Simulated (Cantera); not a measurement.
Cantera run, input and output.

```python
import numpy as np
import cantera as ct

gas = ct.Solution("gri30.yaml")
gas.TPX = 450, 420000, {'CH4': 1, 'C2H6': 1.3, 'O2': 11.7, 'N2': 44, 'H2O': 1.4}
inlet = ct.Reservoir(gas, clone=True)
gas.equilibrate("HP")  # start burning
reactor = ct.IdealGasConstPressureReactor(gas, energy="on", clone=False)
exhaust = ct.Reservoir(gas, clone=True)
tau = [0.42, 0.1, 0.024, 0.0058, 0.0014, 0.00033, 8e-05, 1.9e-05, 4.6e-06][0]
for a, b in ((inlet, reactor), (reactor, exhaust)):
    ct.MassFlowController(a, b, mdot=lambda t: reactor.mass / tau)
net = ct.ReactorNet([reactor])
show = ['CH4', 'C2H6', 'O2', 'HCO', 'NO', 'CH2']

rows = []
print(f"{'tau/s':>10s}{'T/K':>9s}" + "".join(f"{s:>11s}" for s in show))
for tau in [0.42, 0.1, 0.024, 0.0058, 0.0014, 0.00033, 8e-05, 1.9e-05, 4.6e-06]:
    net.initial_time = 0.0
    net.advance(30 * tau)
    before = gas.X
    net.advance(40 * tau)
    drift = np.max(np.abs(gas.X - before) / (gas.X + 1e-9))
    rows.append([gas.T, *gas[show].X, drift])
    print(f"{tau:10.3e}{gas.T:9.1f}" + "".join(f"{x:11.3e}" for x in gas[show].X))
```

Output:

```
     tau/s      T/K        CH4       C2H6         O2        HCO         NO        CH2
 4.200e-01   1698.6  9.995e-07  2.555e-07  8.571e-02  7.081e-10  7.902e-06  1.278e-09
 1.000e-01   1697.1  2.776e-06  7.933e-07  8.574e-02  2.911e-09  5.267e-06  5.046e-09
 2.400e-02   1693.7  7.140e-06  2.236e-06  8.583e-02  1.220e-08  4.907e-06  1.938e-08
 5.800e-03   1685.8  1.838e-05  6.055e-06  8.614e-02  5.283e-08  4.584e-06  7.297e-08
 1.400e-03   1666.0  5.082e-05  1.687e-05  8.711e-02  2.375e-07  3.246e-06  2.702e-07
 3.300e-04   1603.1  2.007e-04  6.363e-05  9.106e-02  1.131e-06  1.368e-06  9.670e-07
 8.000e-05    450.0  1.684e-02  2.189e-02  1.970e-01 -4.340e-36 -1.458e-21 -7.288e-34
 1.900e-05    450.0  1.684e-02  2.189e-02  1.970e-01 -2.620e-39 -8.828e-25  3.480e-36
 4.600e-06    450.0  1.684e-02  2.189e-02  1.970e-01 -1.655e-40 -5.577e-26  2.855e-36
```

Detailed kinetics in Cantera: GRI-Mech 3.0 (53 species, 325 reactions).
